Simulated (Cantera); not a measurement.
Feed: 1 mol Si, 1.1 mol HCl, 2.5 mol H2, equilibrated at 1298.15 K and 0.670 bar.

These are equilibrium values from Cantera (NASA tables, ideal gas, pure condensed phases), not measurements of a reactor. Candidate condensed phases: Si; 19 gas species. The tables' values for SiCl3 are old estimates; treat these amounts as uncertain. Kinetics and transport are ignored.

Base state: H2 0.854, HCl 0.0659, SiCl4 0.0350, SiHCl3 0.0205, SiCl2 0.0135, SiCl3 0.00890, SiH2Cl2 0.00169, SiH3Cl 3.92e-5 (mole fractions); condensed: Si(s).

Q: What changes in the equilibrium state with this change: temperature from 1298.15 K to 1000 K?

A: 
```tsv
species	before	after
H2	0.854	0.899
SiCl4	0.0350	0.0549
SiHCl3	0.0205	0.0319
HCl	0.0659	0.0109
SiCl2	0.0135	0.000225
SiCl3	0.00890	0.000714
SiH3Cl	3.92e-5	3.19e-5
SiH2Cl2	0.00169	0.00200
Si(s), mol	0.730	0.703
```
